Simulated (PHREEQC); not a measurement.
1 kg of water holding 0.14 mol/kgw NaHCO3, 0.12 mol/kgw Na2SO4, 0.018 mol/kgw KCl, 0.024 mol/kgw Na2CO3 and 0.032 mol/kgw NaCl is evaporated at 30 °C; the solids stay in contact with the brine. CO2 from the air is kept out. Only these solids could form: Arcanite, Burkeite, Glaserite, Halite, Kalicinite, Mirabilite, Misenite, Nahcolite, Natron, Sylvite, Thenardite, Trona.

The series has 23 steps of water left (kg), from 1 to 0.01274.

Model: Pitzer model, pitzer.dat, run in PHREEQC.

Task: Which solids form, in which order, and at which step of the series does each first stand?

Result: Nahcolite from water left = 0.1407 kg (pH 8.64); Thenardite from water left = 0.04335 kg (pH 9.32); Trona from water left = 0.02926 kg (pH 9.54); Glaserite from water left = 0.01938 kg (pH 9.53).

Species that the database lacks are ignored.
